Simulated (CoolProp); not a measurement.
Vapour-liquid equilibrium of R152A (1) + n-butane (2) at 61.65 °C; x and y are mole fractions of (1).

Computed with CoolProp (multi-fluid Helmholtz-energy mixture model, Outcalt 1996 and Bücker 2006; pair parameters Bell 2016).

Task: Give the bubble pressure and the first vapour's composition at x = 0.55, 0.65, 0.75. Is there an azeotrope?

Result: x = 0.55: 1.485 MPa, y = 0.675; x = 0.65: 1.538 MPa, y = 0.727; x = 0.75: 1.575 MPa, y = 0.784. y crosses x between x = 0.85 and 0.95: the model has an azeotrope there.

Pair parameters are fitted to limited data, so mixtures are less certain than the pure fluids.
